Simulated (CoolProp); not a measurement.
Methanol at several states: fugacity coefficient from the reference equation and from simpler models built on Tc = 513.4 K, pc = 82.16 bar, ω = 0.565; each cubic takes its own stable root.

The numbers come from the reference Helmholtz-energy equation of state, de Reuck 1993 in CoolProp.

| T (K) | p (bar) | phase | reference |
|---|---|---|---|
| 374.8 | 0.911 | gas | 0.9841 |
| 522.4 | 2.14 | gas | 0.9925 |
| 499 | 87.6 | liquid | 0.5275 |
| 534.3 | 0.215 | gas | 0.9993 |
| 534.6 | 9.3 | gas | 0.9701 |
| 350.6 | 13.1 | liquid | 0.1222 |

**Question.** How far does each simpler model (Redlich-Kwong, Soave-Redlich-Kwong, Peng-Robinson) lie from the reference over these 6 states: mean and median of the absolute difference, and the worst?

**Answer.** 
- Redlich-Kwong: mean 42.3 %, median 0.6 %, worst +243.2 % at 350.6 K and 13.1 bar
- Soave-Redlich-Kwong: mean 1.1 %, median 0.4 %, worst +4.7 % at 499 K and 87.6 bar
- Peng-Robinson: mean 0.9 %, median 0.6 %, worst +2.9 % at 350.6 K and 13.1 bar
